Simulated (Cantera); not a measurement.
Input (Python, Cantera) and output of one run.

```python
import numpy as np
import cantera as ct

gas_names = """
    CL CL2 H HCL H2 N NH NH2 NH3 N2 N2H2 N2H4 Si SiCL SiCL2 SiCL3 SiCL4 SiH SiHCL3 SiH2 SiH2CL2 SiH3
    SiH3CL SiH4 SiN Si2 Si2N Si3
""".split()
cond_names = """
    NH4CL(a) NH4CL(b) Si(cr) Si(L) Si3N4(a)
""".split()


def load(file, names, dense=False):
    # The tables refer to 1 bar. Condensed volumes are neglected.
    table = {s.name: s for s in ct.Species.list_from_file(file)}
    out = []
    for n in names:
        d = dict(table[n].input_data)
        d["thermo"] = dict(d["thermo"], **{"reference-pressure": 1e5})
        if dense:
            d["equation-of-state"] = {"model": "constant-volume", "density": "1e6 g/cm^3"}
        out.append(ct.Species.from_dict(d))
    return out


gas = ct.Solution(thermo="ideal-gas", species=load("nasa_gas.yaml", gas_names))
cond = {s.name: ct.Solution(thermo="fixed-stoichiometry", species=[s], name=s.name)
        for s in load("nasa_condensed.yaml", cond_names, dense=True)}
atoms = {
    'SiHCl3': {'Si': 1, 'H': 1, 'CL': 3},
    'NH3': {'N': 1, 'H': 3},
}
top_T = {'Si3N4(a)': 2400}  # K; cautious upper limits of use, not melting points


def equilibrate(T, P, feed):
    n = {}
    for name, mol in feed.items():
        for a, k in atoms[name].items():
            n[a] = n.get(a, 0.0) + k * mol
    gas.TPX = T, P, n
    mass = sum(n.values()) * gas.mean_molecular_weight
    gas.equilibrate("TP")
    valid = [c for c in cond.values() if c.min_temp <= T <= top_T.get(c.name, c.max_temp)]
    mix = ct.Mixture([(gas, mass / gas.mean_molecular_weight)] + [(c, 0.0) for c in valid])
    mix.T, mix.P = T, P
    mix.equilibrate("TP", solver="vcs", rtol=1e-11, max_steps=5000)
    return mix


results = []
P = 200  # Pa
for T in [1223, 1273, 1323, 1373, 1423, 1473, 1523, 1573, 1623, 1673, 1723, 1773]:
    for m in [5.4, 8.9, 12, 16, 19, 23, 26, 30]:
        feed = {'SiHCl3': 1, 'NH3': m}  # mol
        mix = equilibrate(T, P, feed)
        results.append((T, P, feed, dict(zip(mix.species_names, mix.species_moles))))

for T, P, feed, n in results:
    print(f"{T:7g} {feed['NH3']:10.4g}  " + (" + ".join(c for c in cond_names if n.get(c, 0) > 1e-12) or "gas only"))
```

Result:

```
   1223        5.4  Si3N4(a)
   1223        8.9  Si3N4(a)
   1223         12  Si3N4(a)
   1223         16  Si3N4(a)
   1223         19  Si3N4(a)
   1223         23  Si3N4(a)
   1223         26  Si3N4(a)
   1223         30  Si3N4(a)
   1273        5.4  Si3N4(a)
   1273        8.9  Si3N4(a)
   1273         12  Si3N4(a)
   1273         16  Si3N4(a)
   1273         19  Si3N4(a)
   1273         23  Si3N4(a)
   1273         26  Si3N4(a)
   1273         30  Si3N4(a)
   1323        5.4  Si3N4(a)
   1323        8.9  Si3N4(a)
   1323         12  Si3N4(a)
   1323         16  Si3N4(a)
   1323         19  Si3N4(a)
   1323         23  Si3N4(a)
   1323         26  Si3N4(a)
   1323         30  Si3N4(a)
   1373        5.4  Si3N4(a)
   1373        8.9  Si3N4(a)
   1373         12  Si3N4(a)
   1373         16  Si3N4(a)
   1373         19  Si3N4(a)
   1373         23  Si3N4(a)
   1373         26  Si3N4(a)
   1373         30  Si3N4(a)
   1423        5.4  Si3N4(a)
   1423        8.9  Si3N4(a)
   1423         12  Si3N4(a)
   1423         16  Si3N4(a)
   1423         19  Si3N4(a)
   1423         23  Si3N4(a)
   1423         26  Si3N4(a)
   1423         30  Si3N4(a)
   1473        5.4  Si3N4(a)
   1473        8.9  Si3N4(a)
   1473         12  Si3N4(a)
   1473         16  Si3N4(a)
   1473         19  Si3N4(a)
   1473         23  Si3N4(a)
   1473         26  Si3N4(a)
   1473         30  Si3N4(a)
   1523        5.4  Si3N4(a)
   1523        8.9  Si3N4(a)
   1523         12  Si3N4(a)
   1523         16  Si3N4(a)
   1523         19  Si3N4(a)
   1523         23  Si3N4(a)
   1523         26  Si3N4(a)
   1523         30  Si3N4(a)
   1573        5.4  Si3N4(a)
   1573        8.9  Si3N4(a)
   1573         12  Si3N4(a)
   1573         16  Si3N4(a)
   1573         19  Si3N4(a)
   1573         23  Si3N4(a)
   1573         26  Si3N4(a)
   1573         30  Si3N4(a)
   1623        5.4  Si(cr)
   1623        8.9  Si(cr) + Si3N4(a)
   1623         12  Si3N4(a)
   1623         16  Si3N4(a)
   1623         19  Si3N4(a)
   1623         23  Si3N4(a)
   1623         26  Si3N4(a)
   1623         30  Si3N4(a)
   1673        5.4  Si(cr)
   1673        8.9  Si(cr)
   1673         12  Si(cr)
   1673         16  Si(cr)
   1673         19  Si(cr)
   1673         23  Si(cr)
   1673         26  Si(cr)
   1673         30  Si(cr)
   1723        5.4  Si(L)
   1723        8.9  Si(L)
   1723         12  Si(L)
   1723         16  Si(L)
   1723         19  Si(L)
   1723         23  Si(L)
   1723         26  Si(L)
   1723         30  Si(L)
   1773        5.4  Si(L)
   1773        8.9  Si(L)
   1773         12  Si(L)
   1773         16  Si(L)
   1773         19  Si(L)
   1773         23  Si(L)
   1773         26  Si(L)
   1773         30  Si(L)
```

These are equilibrium values from Cantera (NASA tables, ideal gas, pure condensed phases), not measurements of a reactor. Mutual solubility and eutectic melting of coexisting phases are not modelled. The tables' values for SiCl3 are old estimates.
